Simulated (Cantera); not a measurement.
Input (Python, Cantera) and output of one run.

```python
import numpy as np
import cantera as ct

gas_names = """
    CL N2 AL2CL6 CL2 N
""".split()
cond_names = """
    ALN(s)
""".split()


# ... load() reads the species with a 1 bar reference pressure and builds the phases ...
species = {s.name: s for s in load("nasa_gas.yaml", gas_names) + load("nasa_condensed.yaml", cond_names)}
# Each term lists the table entries of one substance; the one whose range holds T is used.
reactions = {
    '6 Cl(g) + 2 AlN = N2(g) + Al2Cl6(g)':
        [(-6, ['CL']), (-2, ['ALN(s)']), (1, ['N2']), (1, ['AL2CL6'])],
    '3 Cl2(g) + 2 AlN = 2 N(g) + Al2Cl6(g)':
        [(-3, ['CL2']), (-2, ['ALN(s)']), (2, ['N']), (1, ['AL2CL6'])],
}


def pick(names, T):
    return next(species[n] for n in names if species[n].thermo.min_temp <= T <= species[n].thermo.max_temp)


results = []
for label, terms in reactions.items():
    print(label)
    print("     T/K   dH/kJ  dS/(J/K)   dG/kJ   log10 K")
    for T in [1775, 1825, 1875, 1925, 1975, 2025, 2075, 2125]:
        used = [(nu, pick(names, T)) for nu, names in terms]
        dH = sum(nu * s.thermo.h(T) for nu, s in used) / 1e6
        dS = sum(nu * s.thermo.s(T) for nu, s in used) / 1e3
        dG = dH - T * dS / 1e3
        logK = -dG * 1e6 / (ct.gas_constant * T * np.log(10))
        results.append((label, T, dH, dS, dG, logK, [s.name for _, s in used]))
        print(f"{T:8g} {dH:8.1f} {dS:8.1f} {dG:8.1f} {logK:8.2f}")
```

Output:

```
6 Cl(g) + 2 AlN = N2(g) + Al2Cl6(g)
     T/K   dH/kJ  dS/(J/K)   dG/kJ   log10 K
    1775  -1410.6   -391.2   -716.3    21.08
    1825  -1411.3   -391.5   -696.7    19.94
    1875  -1411.9   -391.9   -677.2    18.86
    1925  -1412.5   -392.2   -657.6    17.84
    1975  -1413.2   -392.5   -637.9    16.87
    2025  -1413.8   -392.8   -618.3    15.95
    2075  -1414.4   -393.1   -598.6    15.07
    2125  -1415.0   -393.4   -579.0    14.23
3 Cl2(g) + 2 AlN = 2 N(g) + Al2Cl6(g)
     T/K   dH/kJ  dS/(J/K)   dG/kJ   log10 K
    1775    308.0    106.5    118.9    -3.50
    1825    308.4    106.7    113.6    -3.25
    1875    308.7    106.9    108.2    -3.02
    1925    309.1    107.1    102.9    -2.79
    1975    309.4    107.3     97.5    -2.58
    2025    309.7    107.4     92.2    -2.38
    2075    309.9    107.5     86.8    -2.18
    2125    310.2    107.6     81.4    -2.00
```

Standard-state values (1 bar) from the NASA 1993 polynomials, evaluated with Cantera. Condensed species are held in their standard states even where they would react or evaporate.
